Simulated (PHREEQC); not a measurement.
A made-up water analysis in mg/L, 25 °C, pH 5.87, pe 10.4:

| constituent | mg/L |
|---|---|
| Na | 0.0757 |
| K | 0.013 |
| Ca | 0.117 |
| Mg | 0.0426 |
| Cl | 0.213 |
| S(6) as SO4 | 0.0623 |
| Alkalinity as HCO3 | 0.362 |
| Si as SiO2 | 0.000326 |
| Sr | 0.00226 |

Valence states are taken as typed.

The numbers come from PHREEQC with the ion-association model, phreeqc.dat.

```
Item                            Value
--------------------  ---------------
ionic strength        1.98e-5 mol/kgw
charge-balance error           -0.8 %
```

```json
[
 {"species": "CO2", "molality": "2.20e-5", "activity": "2.20e-5", "log γ": "0.000"},
 {"species": "HCO3-", "molality": "7.28e-6", "activity": "7.24e-6", "log γ": "-0.002"},
 {"species": "Cl-", "molality": "6.01e-6", "activity": "5.98e-6", "log γ": "-0.002"},
 {"species": "Na+", "molality": "3.29e-6", "activity": "3.28e-6", "log γ": "-0.002"},
 {"species": "Ca+2", "molality": "2.92e-6", "activity": "2.86e-6", "log γ": "-0.009"},
 {"species": "Mg+2", "molality": "1.75e-6", "activity": "1.72e-6", "log γ": "-0.009"},
 {"species": "H+", "molality": "1.36e-6", "activity": "1.35e-6", "log γ": "-0.002"},
 {"species": "SO4-2", "molality": "6.48e-7", "activity": "6.35e-7", "log γ": "-0.009"},
 {"species": "K+", "molality": "3.32e-7", "activity": "3.31e-7", "log γ": "-0.002"},
 {"species": "Sr+2", "molality": "2.58e-8", "activity": "2.53e-8", "log γ": "-0.009"},
 {"species": "OH-", "molality": "7.54e-9", "activity": "7.50e-9", "log γ": "-0.002"},
 {"species": "H4SiO4", "molality": "5.42e-9", "activity": "5.42e-9", "log γ": "0.000"}
]
```

No solid was allowed to form.
